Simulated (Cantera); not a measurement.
An isothermal, constant-pressure homogeneous reactor starts with NH₃ : N₂ = 1 : 5.9 (molar parts), at 1200 K and 10.00 Torr. Integrator tolerance rtol = 1e-08.

Computed with Cantera and the gas-phase N/H chemistry of the illustrative SiF4/NH3 mechanism in the Surface Chemkin manual (1991). Walls and surfaces, which speed up NH3 decomposition in real reactors, are not modelled.

What does this change do: temperature 1200 to 1900 K?


| quantity | before | after |
|---|---|---|
| x(NH₃) at 200 s | 0.145 (gas-phase equilibrium 1.86e-7) | 1.46e-7 (gas-phase equilibrium 2.33e-8) |
| x(N₂) at 200 s | 0.855 (gas-phase equilibrium 0.810) | 0.809 (gas-phase equilibrium 0.809) |
| x(N) at 200 s | <1e-12 (gas-phase equilibrium <1e-12) | 9.59e-9 (gas-phase equilibrium 1.53e-9) |
| x(H₂) at 200 s | 5.61e-5 (gas-phase equilibrium 0.190) | 0.188 (gas-phase equilibrium 0.188) |
| x(H) at 200 s | 3.97e-10 (gas-phase equilibrium 7.50e-7) | 0.00300 (gas-phase equilibrium 0.00300) |

What does this change do: temperature 1200 to 1600 K?


| quantity | before | after |
|---|---|---|
| x(NH₃) at 200 s | 0.145 (gas-phase equilibrium 1.86e-7) | 0.0342 (gas-phase equilibrium 4.57e-8) |
| x(N₂) at 200 s | 0.855 (gas-phase equilibrium 0.810) | 0.821 (gas-phase equilibrium 0.810) |
| x(N) at 200 s | <1e-12 (gas-phase equilibrium <1e-12) | 5.67e-8 (gas-phase equilibrium 5.19e-12) |
| x(H₂) at 200 s | 5.61e-5 (gas-phase equilibrium 0.190) | 0.145 (gas-phase equilibrium 0.190) |
| x(H) at 200 s | 3.97e-10 (gas-phase equilibrium 7.50e-7) | 3.97e-5 (gas-phase equilibrium 0.000206) |
